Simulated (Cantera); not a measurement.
Feed: 1 mol Ni, 0.16 mol NH3, 3.2 mol H2, held at 140000 Pa.

Equilibrium computed with Cantera from the NASA thermochemical tables; the gas is ideal and each condensed phase is pure. Candidate condensed phases: Ni; 10 gas species. Equilibrium is a limit: real reactors are often held back by kinetics, nucleation or transport. All values below are at 1723 K.

Base state: H2 0.977, N2 0.0227, H 0.000152 (mole fractions); condensed: Ni(s).

**Question.** What changes in the equilibrium state with this change: NH3 from 0.16 to 0.75 mol?

**Answer.** 
```json
[
 {"species": "H2", "before": "0.977", "after": "0.920"},
 {"species": "N2", "before": "0.0227", "after": "0.0798"},
 {"species": "H", "before": "0.000152", "after": "0.000148"},
 {"species": "NH3", "before": "7.04e-6", "after": "1.20e-5"},
 {"species": "Ni(s), mol", "before": "1.000", "after": "1.000"}
]
```
